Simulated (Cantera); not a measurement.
# Stirred combustor or abatement burner

A perfectly stirred reactor is fed with CH4 : O2 : N2 : H2O = 1 : 1.82 : 5.27 : 2.1 (molar parts), at 1.50 bar; it is adiabatic with a 525 K inlet, and is followed from long to short residence time, starting on the burning branch (τ in s: 0.034, 0.019, 0.01, 0.0058, 0.0033, 0.0018, 0.001, 0.00057, 0.00032, 0.00018, 9.9e-05, 5.5e-05, 3.1e-05).

Computed with Cantera and GRI-Mech 3.0 (53 species, 325 reactions).

```json
[
 {"τ (s)": "0.034", "T (K)": "2184", "x CH4": "1.45e-5", "x O2": "0.00125", "x H2O": "0.373", "x C2H4": "4.22e-9", "x H2": "0.0185", "x C2H6": "1.20e-10", "x HO2": "4.39e-7"},
 {"τ (s)": "0.019", "T (K)": "2175", "x CH4": "2.05e-5", "x O2": "0.00166", "x H2O": "0.372", "x C2H4": "8.35e-9", "x H2": "0.0189", "x C2H6": "2.49e-10", "x HO2": "6.26e-7"},
 {"τ (s)": "0.010", "T (K)": "2162", "x CH4": "2.98e-5", "x O2": "0.00228", "x H2O": "0.371", "x C2H4": "1.69e-8", "x H2": "0.0197", "x C2H6": "5.40e-10", "x HO2": "9.41e-7"},
 {"τ (s)": "0.0058", "T (K)": "2148", "x CH4": "4.12e-5", "x O2": "0.00298", "x H2O": "0.369", "x C2H4": "3.01e-8", "x H2": "0.0204", "x C2H6": "1.03e-9", "x HO2": "1.33e-6"},
 {"τ (s)": "0.0033", "T (K)": "2129", "x CH4": "5.83e-5", "x O2": "0.00391", "x H2O": "0.367", "x C2H4": "5.41e-8", "x H2": "0.0214", "x C2H6": "2.01e-9", "x HO2": "1.91e-6"},
 {"τ (s)": "0.0018", "T (K)": "2105", "x CH4": "8.66e-5", "x O2": "0.00516", "x H2O": "0.364", "x C2H4": "1.02e-7", "x H2": "0.0227", "x C2H6": "4.22e-9", "x HO2": "2.78e-6"},
 {"τ (s)": "0.0010", "T (K)": "2077", "x CH4": "0.000131", "x O2": "0.00667", "x H2O": "0.361", "x C2H4": "1.95e-7", "x H2": "0.0241", "x C2H6": "9.00e-9", "x HO2": "3.96e-6"},
 {"τ (s)": "0.00057", "T (K)": "2045", "x CH4": "0.000200", "x O2": "0.00845", "x H2O": "0.358", "x C2H4": "3.80e-7", "x H2": "0.0255", "x C2H6": "1.98e-8", "x HO2": "5.53e-6"},
 {"τ (s)": "0.00032", "T (K)": "2008", "x CH4": "0.000325", "x O2": "0.0107", "x H2O": "0.354", "x C2H4": "8.20e-7", "x H2": "0.0270", "x C2H6": "4.93e-8", "x HO2": "7.80e-6"},
 {"τ (s)": "0.00018", "T (K)": "1965", "x CH4": "0.000565", "x O2": "0.0138", "x H2O": "0.351", "x C2H4": "2.05e-6", "x H2": "0.0284", "x C2H6": "1.47e-7", "x HO2": "1.13e-5"},
 {"τ (s)": "9.9e-5", "T (K)": "1907", "x CH4": "0.00119", "x O2": "0.0192", "x H2O": "0.347", "x C2H4": "7.73e-6", "x H2": "0.0294", "x C2H6": "7.23e-7", "x HO2": "1.84e-5"},
 {"τ (s)": "5.5e-5", "T (K)": "525", "x CH4": "0.0981", "x O2": "0.179", "x H2O": "0.206", "x C2H4": "<1e-12", "x H2": "<1e-12", "x C2H6": "<1e-12", "x HO2": "<1e-12"},
 {"τ (s)": "3.1e-5", "T (K)": "525", "x CH4": "0.0981", "x O2": "0.179", "x H2O": "0.206", "x C2H4": "<1e-12", "x H2": "<1e-12", "x C2H6": "<1e-12", "x HO2": "<1e-12"}
]
```
x: mole fraction; the columns are a selection and need not sum to one.
